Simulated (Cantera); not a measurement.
Formation from one mole of S₂

Cantera with NASA thermochemical tables; ideal gases at 1 bar, condensed phases pure. Values are per mole of reaction as written; species without (g) are pure solids or liquids, kept so even where they would boil at 1 bar.

2 Ni + S₂(g) → 2 NiS

```tsv
T (K)	ΔH° (kJ)	ΔS° (J/K)	ΔG° (kJ)	log10 K	condensed phases
898	-284.9	-151.2	-149.1	8.67	Ni(s), NiS(s)
1098	-279.9	-146.2	-119.3	5.68	Ni(s), NiS(s)
1298	-212.6	-92.2	-93.0	3.74	Ni(s), NiS(l)
1498	-203.7	-85.8	-75.2	2.62	Ni(s), NiS(l)
1698	-195.7	-80.8	-58.6	1.80	Ni(s), NiS(l)
1898	-222.8	-96.6	-39.4	1.09	Ni(l), NiS(l)
2098	-215.7	-93.0	-20.5	0.51	Ni(l), NiS(l)
```

2 Ba + S₂(g) → 2 BaS

```
T (K)  ΔH° (kJ)  ΔS° (J/K)  ΔG° (kJ)  log10 K  condensed phases
-----  --------  ---------  --------  -------  ----------------
898     -1052.2     -189.1    -882.4    51.33     Ba(s), BaS(s)
1098    -1068.1     -205.0    -843.0    40.11     Ba(l), BaS(s)
1298    -1068.0     -204.9    -802.0    32.28     Ba(l), BaS(s)
1498    -1067.5     -204.5    -761.1    26.54     Ba(l), BaS(s)
1698    -1066.4     -203.9    -720.3    22.16     Ba(l), BaS(s)
1898    -1064.8     -203.0    -679.6    18.70     Ba(l), BaS(s)
2098    -1062.7     -201.9    -639.1    15.91     Ba(l), BaS(s)
```

2 H₂(g) + S₂(g) → 2 H₂S(g)

```json
[
 {"T (K)": "898", "ΔH° (kJ)": "-179.0", "ΔS° (J/K)": "-97.3", "ΔG° (kJ)": "-91.6", "log10 K": "5.33"},
 {"T (K)": "1098", "ΔH° (kJ)": "-180.3", "ΔS° (J/K)": "-98.6", "ΔG° (kJ)": "-72.0", "log10 K": "3.43"},
 {"T (K)": "1298", "ΔH° (kJ)": "-181.0", "ΔS° (J/K)": "-99.2", "ΔG° (kJ)": "-52.2", "log10 K": "2.10"},
 {"T (K)": "1498", "ΔH° (kJ)": "-181.3", "ΔS° (J/K)": "-99.4", "ΔG° (kJ)": "-32.4", "log10 K": "1.13"},
 {"T (K)": "1698", "ΔH° (kJ)": "-181.3", "ΔS° (J/K)": "-99.4", "ΔG° (kJ)": "-12.5", "log10 K": "0.38"},
 {"T (K)": "1898", "ΔH° (kJ)": "-181.2", "ΔS° (J/K)": "-99.4", "ΔG° (kJ)": "7.4", "log10 K": "-0.20"},
 {"T (K)": "2098", "ΔH° (kJ)": "-181.0", "ΔS° (J/K)": "-99.3", "ΔG° (kJ)": "27.3", "log10 K": "-0.68"}
]
```

2 Pb + S₂(g) → 2 PbS(g)

| T (K) | ΔH° (kJ) | ΔS° (J/K) | ΔG° (kJ) | log10 K |
|---|---|---|---|---|
| 898 | 113.4 | 107.3 | 17.1 | -0.99 |
| 1098 | 109.2 | 103.1 | -4.0 | 0.19 |
| 1298 | 105.1 | 99.6 | -24.2 | 0.97 |
| 1498 | 101.0 | 96.7 | -43.8 | 1.53 |
| 1698 | 97.0 | 94.2 | -62.9 | 1.94 |
| 1898 | 92.8 | 91.9 | -81.5 | 2.24 |
| 2098 | 88.6 | 89.7 | -99.7 | 2.48 |
